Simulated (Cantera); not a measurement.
Input: 1 mol FeS, 1.2 mol H2, at 877 °C and 10.0 Torr.

Cantera equilibrium calculation (NASA polynomials, part measured and part estimated; ideal gas, pure solids and liquids). Candidate condensed phases: Fe, FeS, FeS2, S; 8 gas species. Mutual solubility and eutectic melting of coexisting phases are not modelled. FeS: taken at fixed stoichiometry. Equilibrium is a limit: real reactors are often held back by kinetics, nucleation or transport.

Base state: H2 0.997, H2S 0.00314 (mole fractions); condensed: Fe(α) + FeS(s).

What changes in the equilibrium state with this change: temperature from 877 °C to 402 °C?


```csv
species,before,after
H2,0.997,1.000
H2S,0.00314,2.41e-5
"Fe(α), mol",0.00377,0
"FeS(s), mol",0.996,1.000
```

What changes in the equilibrium state with this change: temperature from 877 °C to 975 °C?


| species | before | after |
|---|---|---|
| H2 | 0.997 | 0.995 |
| H2S | 0.00314 | 0.00546 |
| SH | 2.17e-6 | 1.47e-5 |
| Fe(α), mol | 0.00377 | 0 |
| FeS(s), mol | 0.996 | 0.993 |
| Fe(γ), mol | 0 | 0.00659 |
